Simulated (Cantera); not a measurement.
# Adiabatic ignition

An adiabatic, constant-volume homogeneous reactor starts with C2H4 : O2 : N2 : H2O = 1 : 2 : 7.52 : 2.9 (molar parts), equivalence ratio 1.5, at 1423 K and 0.947 atm.

Detailed kinetics in Cantera: GRI-Mech 3.0 (53 species, 325 reactions). GRI-Mech 3.0 was tuned for natural gas; its chemistry of ethylene as a main component is partial and can be far from experiment.

```json
[
 {"t (s)": "4.00e-6", "T (K)": "1423", "P (bar)": "0.960", "x C2H4": "0.0745", "x O2": "0.149", "x H2O": "0.216", "x HO2": "2.09e-8", "x H": "8.76e-9", "x NO": "<1e-12"},
 {"t (s)": "9.49e-6", "T (K)": "1423", "P (bar)": "0.960", "x C2H4": "0.0745", "x O2": "0.149", "x H2O": "0.216", "x HO2": "2.65e-7", "x H": "9.77e-8", "x NO": "<1e-12"},
 {"t (s)": "2.25e-5", "T (K)": "1423", "P (bar)": "0.960", "x C2H4": "0.0744", "x O2": "0.149", "x H2O": "0.216", "x HO2": "4.95e-5", "x H": "1.85e-5", "x NO": "<1e-12"},
 {"t (s)": "5.33e-5", "T (K)": "2619", "P (bar)": "1.96", "x C2H4": "<1e-12", "x O2": "0.00645", "x H2O": "0.244", "x HO2": "3.83e-6", "x H": "0.0215", "x NO": "9.39e-5"},
 {"t (s)": "0.000126", "T (K)": "2760", "P (bar)": "2.04", "x C2H4": "<1e-12", "x O2": "0.00379", "x H2O": "0.256", "x HO2": "2.59e-6", "x H": "0.0141", "x NO": "0.000306"},
 {"t (s)": "0.000300", "T (K)": "2777", "P (bar)": "2.05", "x C2H4": "<1e-12", "x O2": "0.00339", "x H2O": "0.257", "x HO2": "2.38e-6", "x H": "0.0132", "x NO": "0.000785"},
 {"t (s)": "0.000711", "T (K)": "2773", "P (bar)": "2.05", "x C2H4": "<1e-12", "x O2": "0.00326", "x H2O": "0.257", "x HO2": "2.29e-6", "x H": "0.0130", "x NO": "0.00172"},
 {"t (s)": "0.00169", "T (K)": "2769", "P (bar)": "2.05", "x C2H4": "<1e-12", "x O2": "0.00310", "x H2O": "0.257", "x HO2": "2.18e-6", "x H": "0.0129", "x NO": "0.00291"},
 {"t (s)": "0.00400", "T (K)": "2767", "P (bar)": "2.05", "x C2H4": "<1e-12", "x O2": "0.00304", "x H2O": "0.257", "x HO2": "2.14e-6", "x H": "0.0128", "x NO": "0.00338"},
 {"t (s)": "0.00949", "T (K)": "2767", "P (bar)": "2.05", "x C2H4": "<1e-12", "x O2": "0.00303", "x H2O": "0.257", "x HO2": "2.14e-6", "x H": "0.0128", "x NO": "0.00340"},
 {"t (s)": "0.0225", "T (K)": "2767", "P (bar)": "2.05", "x C2H4": "<1e-12", "x O2": "0.00303", "x H2O": "0.257", "x HO2": "2.14e-6", "x H": "0.0128", "x NO": "0.00340"},
 {"t (s)": "0.0533", "T (K)": "2767", "P (bar)": "2.05", "x C2H4": "<1e-12", "x O2": "0.00303", "x H2O": "0.257", "x HO2": "2.14e-6", "x H": "0.0128", "x NO": "0.00340"},
 {"t (s)": "0.127", "T (K)": "2767", "P (bar)": "2.05", "x C2H4": "<1e-12", "x O2": "0.00303", "x H2O": "0.257", "x HO2": "2.14e-6", "x H": "0.0128", "x NO": "0.00340"},
 {"t (s)": "0.300", "T (K)": "2767", "P (bar)": "2.05", "x C2H4": "<1e-12", "x O2": "0.00303", "x H2O": "0.257", "x HO2": "2.14e-6", "x H": "0.0128", "x NO": "0.00340"}
]
```
x: mole fraction; the columns are a selection and need not sum to one.

The time of steepest temperature rise is 41.8 µs and the temperature at 0.300 s comes out as 2767 K. The equilibrium temperature is 2767 K. The x(C2H4) at 0.300 s is <1e-12 (gas-phase equilibrium <1e-12) and the x(O2) at 0.300 s is 0.00303 (gas-phase equilibrium 0.00303). The x(H2O) at 0.300 s comes out as 0.257 (gas-phase equilibrium 0.257).
